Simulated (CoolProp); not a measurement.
Aqueous potassium formate as a coolant, at 27 °C, 1 atm.

Values from CoolProp's Melinder's fits for secondary coolants.

| mass % | freezing point (°C) | density (kg/m³) | cp (kJ/(kg K)) | conductivity (W/(m K)) | Prandtl number |
|---|---|---|---|---|---|
| 1.1 | -0.5 | 1004 | 4.138 | 0.607 | 5.97 |
| 7 | -3.3 | 1040 | 3.920 | 0.594 | 6.41 |
| 13 | -6.7 | 1076 | 3.707 | 0.581 | 6.69 |
| 18.9 | -10.8 | 1112 | 3.504 | 0.571 | 7.09 |
| 24.8 | -15.8 | 1151 | 3.312 | 0.560 | 7.68 |
| 30.8 | -22.1 | 1193 | 3.132 | 0.548 | 8.40 |
| 36.7 | -29.9 | 1234 | 2.973 | 0.534 | 9.16 |
| 42.7 | -39.6 | 1279 | 2.827 | 0.517 | 10.3 |
